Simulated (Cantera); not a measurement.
An isothermal, constant-pressure homogeneous reactor starts with C2H6 : N2 = 1 : 3.5 (molar parts), at 1050 K and 0.217 atm.

Detailed kinetics in Cantera: GRI-Mech 3.0 (53 species, 325 reactions). GRI-Mech 3.0 stops at C3 and has no aromatics, soot or wall deposition, so with more carbon than oxygen in the feed, carbon stays in small species such as C2H2 where larger ones or solid carbon would form.

**Question.** Predict: x(C2H6) at 70.0 s; x(CH3) at 70.0 s; x(H2) at 70.0 s; x(CH4) at 70.0 s.

**Answer.** 
```
Item                                                  Value
-----------------  ----------------------------------------
x(C2H6) at 70.0 s  0.00534 (gas-phase equilibrium 0.000340)
x(CH3) at 70.0 s    6.13e-7 (gas-phase equilibrium 3.49e-7)
x(H2) at 70.0 s        0.156 (gas-phase equilibrium 0.0338)
x(CH4) at 70.0 s       0.0434 (gas-phase equilibrium 0.207)
```
